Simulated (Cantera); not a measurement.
What does this Cantera script print?

```python
import numpy as np
import cantera as ct

gas_names = """
    H HO2 H2 H2O H2O2 O OH O2 O3 Ta TaO TaO2
""".split()
cond_names = """
    H2O(s) H2O(L) Ta(cr) Ta(L) Ta2O5(s) Ta2O5(L)
""".split()


def load(file, names, dense=False):
    # The tables refer to 1 bar. Condensed volumes are neglected.
    table = {s.name: s for s in ct.Species.list_from_file(file)}
    out = []
    for n in names:
        d = dict(table[n].input_data)
        d["thermo"] = dict(d["thermo"], **{"reference-pressure": 1e5})
        if dense:
            d["equation-of-state"] = {"model": "constant-volume", "density": "1e6 g/cm^3"}
        out.append(ct.Species.from_dict(d))
    return out


gas = ct.Solution(thermo="ideal-gas", species=load("nasa_gas.yaml", gas_names))
cond = {s.name: ct.Solution(thermo="fixed-stoichiometry", species=[s], name=s.name)
        for s in load("nasa_condensed.yaml", cond_names, dense=True)}
atoms = {
    'Ta2O5': {'Ta': 2, 'O': 5},
    'H2': {'H': 2},
    'H2O': {'H': 2, 'O': 1},
}
top_T = {}  # K; cautious upper limits of use, not melting points


def equilibrate(T, P, feed):
    n = {}
    for name, mol in feed.items():
        for a, k in atoms[name].items():
            n[a] = n.get(a, 0.0) + k * mol
    gas.TPX = T, P, n
    mass = sum(n.values()) * gas.mean_molecular_weight
    gas.equilibrate("TP")
    valid = [c for c in cond.values() if c.min_temp <= T <= top_T.get(c.name, c.max_temp)]
    mix = ct.Mixture([(gas, mass / gas.mean_molecular_weight)] + [(c, 0.0) for c in valid])
    mix.T, mix.P = T, P
    mix.equilibrate("TP", solver="vcs", rtol=1e-11, max_steps=5000)
    return mix


results = []
feed = {'Ta2O5': 1, 'H2': 4, 'H2O': 3.2}  # mol
P = 34  # Pa
for T in [948, 1048, 1148, 1248, 1348, 1448, 1548, 1648, 1748, 1848, 1948, 2048, 2148, 2248]:
    mix = equilibrate(T, P, feed)
    results.append((T, P, feed, dict(zip(mix.species_names, mix.species_moles))))
    x = sorted(zip(gas.X, gas.species_names), reverse=True)
    print(f"T = {T:g} K  P = {P:g} Pa  gas = {mix.phase_moles(0):.4g} mol")
    print("   x: " + "  ".join(f"{s} {v:.3e}" for v, s in x if v > 1e-05))
    print("   condensed (mol): " + ("  ".join(f"{mix.phase(i).name} {mix.phase_moles(i):.4g}"
          for i in range(1, mix.n_phases) if mix.phase_moles(i) > 1e-12) or "none"))
```

Result:

```
T = 948 K  P = 34 Pa  gas = 7.2 mol
   x: H2 5.556e-01  H2O 4.444e-01
   condensed (mol): Ta2O5(s) 1
T = 1048 K  P = 34 Pa  gas = 7.2 mol
   x: H2 5.556e-01  H2O 4.444e-01
   condensed (mol): Ta2O5(s) 1
T = 1148 K  P = 34 Pa  gas = 7.2 mol
   x: H2 5.556e-01  H2O 4.444e-01
   condensed (mol): Ta2O5(s) 1
T = 1248 K  P = 34 Pa  gas = 7.2 mol
   x: H2 5.555e-01  H2O 4.444e-01  H 1.888e-05
   condensed (mol): Ta2O5(s) 1
T = 1348 K  P = 34 Pa  gas = 7.2 mol
   x: H2 5.555e-01  H2O 4.444e-01  H 9.352e-05
   condensed (mol): Ta2O5(s) 1
T = 1448 K  P = 34 Pa  gas = 7.201 mol
   x: H2 5.553e-01  H2O 4.444e-01  H 3.725e-04
   condensed (mol): Ta2O5(s) 1
T = 1548 K  P = 34 Pa  gas = 7.205 mol
   x: H2 5.546e-01  H2O 4.441e-01  H 1.244e-03  OH 3.327e-05
   condensed (mol): Ta2O5(s) 1
T = 1648 K  P = 34 Pa  gas = 7.213 mol
   x: H2 5.528e-01  H2O 4.435e-01  H 3.591e-03  OH 1.294e-04
   condensed (mol): Ta2O5(s) 1
T = 1748 K  P = 34 Pa  gas = 7.235 mol
   x: H2 5.485e-01  H2O 4.419e-01  H 9.177e-03  OH 4.313e-04
   condensed (mol): Ta2O5(s) 1
T = 1848 K  P = 34 Pa  gas = 7.282 mol
   x: H2 5.394e-01  H2O 4.381e-01  H 2.112e-02  OH 1.262e-03  O 3.768e-05  O2 1.345e-05
   condensed (mol): Ta2O5(s) 1
T = 1948 K  P = 34 Pa  gas = 7.378 mol
   x: H2 5.220e-01  H2O 4.301e-01  H 4.428e-02  OH 3.300e-03  O 2.075e-04  O2 7.417e-05  TaO2 5.120e-05
   condensed (mol): Ta2O5(s) 0.9998
T = 2048 K  P = 34 Pa  gas = 7.564 mol
   x: H2 4.916e-01  H2O 4.137e-01  H 8.515e-02  OH 7.804e-03  O 9.760e-04  TaO2 3.607e-04  O2 3.522e-04
   condensed (mol): Ta2O5(s) 0.9986
T = 2148 K  P = 34 Pa  gas = 7.92 mol
   x: H2 4.441e-01  H2O 3.814e-01  H 1.506e-01  OH 1.666e-02  O 3.983e-03  TaO2 1.808e-03  O2 1.451e-03
   condensed (mol): Ta2O5(L) 0.9928
T = 2248 K  P = 34 Pa  gas = 8.618 mol
   x: H2 3.773e-01  H2O 3.202e-01  H 2.447e-01  OH 3.112e-02  O 1.392e-02  TaO2 7.742e-03  O2 4.961e-03
   condensed (mol): Ta2O5(L) 0.9666
```

Cantera equilibrium calculation (NASA polynomials, part measured and part estimated; ideal gas, pure solids and liquids).
